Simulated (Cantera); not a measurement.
What does this Cantera script print?

```python
import numpy as np
import cantera as ct

gas = ct.Solution("h2o2.yaml")
gas.TPX = 625, 100000, {'H2': 1, 'O2': 0.602, 'N2': 2.27}
flame = ct.FreeFlame(gas, width=0.04)
flame.set_refine_criteria(ratio=3, slope=0.08, curve=0.16)
flame.transport_model = "mixture-averaged"
flame.solve(loglevel=0, auto=True)
flame.transport_model = "multicomponent"
flame.soret_enabled = True
flame.solve(loglevel=0, refine_grid=True)
z, T = flame.grid, flame.T
thick = (T[-1] - T[0]) / np.gradient(T, z).max()
show = ['H2', 'O2', 'H', 'H2O', 'O', 'HO2']
print(f"laminar burning velocity  {flame.velocity[0] * 100:.3f} cm/s")
print(f"burnt temperature         {T[-1]:.1f} K")
print(f"thermal thickness         {thick * 1e3:.4f} mm")
print(f"grid points               {len(z)}")
z0 = z[flame.heat_release_rate.argmax()]
print(f"{'z/mm':>9s}{'T/K':>9s}{'u/(m/s)':>9s}" + "".join(f"{s:>11s}" for s in show))
rows = []
for k in (-3, -2, -1.5, -1, -0.5, -0.25, 0, 0.25, 0.5, 1, 2, 4, 8):
    zz = z0 + k * thick
    rows.append([k * thick, np.interp(zz, z, T), np.interp(zz, z, flame.velocity),
                 *(np.interp(zz, z, flame.X[gas.species_index(s)]) for s in show)])
    print(f"{rows[-1][0] * 1e3:9.3f}{rows[-1][1]:9.1f}{rows[-1][2]:9.3f}" + "".join(f"{x:11.3e}" for x in rows[-1][3:]))
```

It prints:

```
laminar burning velocity  646.696 cm/s
burnt temperature         2407.2 K
thermal thickness         0.4592 mm
grid points               128
     z/mm      T/K  u/(m/s)         H2         O2          H        H2O          O        HO2
   -1.378    625.0    6.467  2.583e-01  1.555e-01  8.495e-16  2.471e-12  1.437e-15  3.502e-12
   -0.918    625.0    6.467  2.583e-01  1.555e-01  2.025e-12  4.510e-10  1.182e-12  9.055e-10
   -0.689    625.0    6.467  2.582e-01  1.555e-01  8.535e-11  4.785e-09  2.511e-11  1.107e-08
   -0.459    625.0    6.465  2.580e-01  1.555e-01  6.125e-08  4.537e-07  5.335e-09  1.145e-06
   -0.230    641.6    6.561  2.480e-01  1.569e-01  1.644e-04  9.572e-04  1.043e-05  2.328e-04
   -0.115    834.5    8.293  2.097e-01  1.530e-01  5.082e-03  1.975e-02  4.030e-04  1.960e-04
    0.000   1255.0   12.123  1.146e-01  1.116e-01  3.029e-02  1.060e-01  6.264e-03  9.141e-05
    0.115   1558.0   14.919  4.565e-02  6.118e-02  4.413e-02  1.910e-01  1.370e-02  4.340e-05
    0.230   1707.6   16.255  3.286e-02  4.820e-02  3.925e-02  2.132e-01  1.467e-02  2.916e-05
    0.459   1866.8   17.607  2.955e-02  4.323e-02  2.883e-02  2.254e-01  1.273e-02  2.056e-05
    0.918   2026.6   18.911  2.556e-02  3.950e-02  1.860e-02  2.383e-01  9.726e-03  1.382e-05
    1.837   2171.8   20.053  1.986e-02  3.618e-02  1.049e-02  2.521e-01  6.642e-03  8.809e-06
    3.674   2289.9   20.955  1.361e-02  3.357e-02  5.097e-03  2.650e-01  4.061e-03  5.824e-06
```

Computed with Cantera and the H2/O2 subset of GRI-Mech 3.0, which has no nitrogen chemistry. Burning velocities carry a grid error of a few per cent, more on coarse grids.
